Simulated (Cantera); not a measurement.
A closed system holds: 1 mol Si₃N₄, 0.099 mol O₂, 5.2 mol H₂, held at 1823.15 K and 0.000450 bar.

Method: chemical equilibrium by Gibbs-energy minimisation in Cantera with the NASA 1993 tables (ideal gas, pure condensed phases). Candidate condensed phases: H₂O, Si, SiO₂, Si₂N₂O, Si₃N₄; 35 gas species. The tables' values for SiN are old estimates; treat these amounts as uncertain. Gases not in the tables: Si₂H₆ and higher silanes. Equilibrium is a limit: real reactors are often held back by kinetics, nucleation or transport.

Base state: H₂ 0.681, N₂ 0.265, SiO 0.0263, H 0.0169, Si 0.00984, SiH 0.000184, Si₂N 6.98e-5, Si₂ 6.37e-5 (mole fractions); condensed: Si(l).

Problem. What changes in the equilibrium state with this change: Si₃N₄ replaced by SiC?

Solution. 
| species | before | after |
|---|---|---|
| H₂ | 0.681 | 0.941 |
| H | 0.0169 | 0.0198 |
| CO | 0 | 0.0197 |
| N₂ | 0.265 | 0 |
| SiO | 0.0263 | 0.0165 |
| Si₂N | 6.98e-5 | 0 |
| SiN | 4.45e-5 | 0 |
| Si₂C | 0 | 3.75e-5 |
| Si(l), mol | 2.72 | 0 |
| SiC(s), mol | 0 | 0.892 |
Further candidate phases: C, C₆H₆, C₇H₈, C₈H₁₈, SiC.

Problem. What changes in the equilibrium state with this change: temperature from 1823.15 K to 1025 K?

Solution. 
| species | before | after |
|---|---|---|
| H₂ | 0.681 | 0.987 |
| N₂ | 0.265 | 0.0125 |
| H | 0.0169 | 2.04e-7 |
| SiO | 0.0263 | <1e-9 |
| Si | 0.00984 | <1e-9 |
| SiH | 0.000184 | <1e-9 |
| Si₂N | 6.98e-5 | <1e-9 |
| Si₂ | 6.37e-5 | <1e-9 |
| SiN | 4.45e-5 | <1e-9 |
| Si(l), mol | 2.72 | 0 |
| Si₂N₂O(s), mol | 0 | 0.198 |
| Si₃N₄(s), mol | 0 | 0.868 |
Mutual solubility and eutectic melting of coexisting phases are not modelled.

Problem. What changes in the equilibrium state with this change: 0.082 mol H₂O added?

Solution. 
```json
[
 {"species": "H₂", "before": "0.681", "after": "0.677"},
 {"species": "N₂", "before": "0.265", "after": "0.260"},
 {"species": "SiO", "before": "0.0263", "after": "0.0363"},
 {"species": "H", "before": "0.0169", "after": "0.0168"},
 {"species": "SiN", "before": "4.45e-5", "after": "4.40e-5"},
 {"species": "Si₂N", "before": "6.98e-5", "after": "6.90e-5"},
 {"species": "SiH₂", "before": "2.40e-5", "after": "2.38e-5"},
 {"species": "SiH", "before": "0.000184", "after": "0.000184"},
 {"species": "Si₃", "before": "1.50e-5", "after": "1.50e-5"},
 {"species": "Si(l), mol", "before": "2.72", "after": "2.64"}
]
```
